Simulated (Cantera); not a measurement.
## Ignition delay

Mixture: H₂ : O₂ : N₂ : NO = 1 : 0.385 : 1.42 : 0.0094 (molar parts), at 0.365 atm, adiabatic and at constant pressure. Ignition delay is the time to a rise of 400 K.

Detailed kinetics in Cantera: GRI-Mech 3.0 (53 species, 325 reactions). The mechanism lacks 2 NO + O2 → 2 NO2 and HONO, so NO2 and the effect of NO are under-described below about 1400 K. Where the delays flatten at high temperature, the 400 K rule measures the pace of heat release, not the induction time.

```tsv
T0 (K)	delay (ms)
1225	0.120
1275	0.102
1325	0.0891
1375	0.0807
1425	0.0753
1475	0.0723
1525	0.0710
```
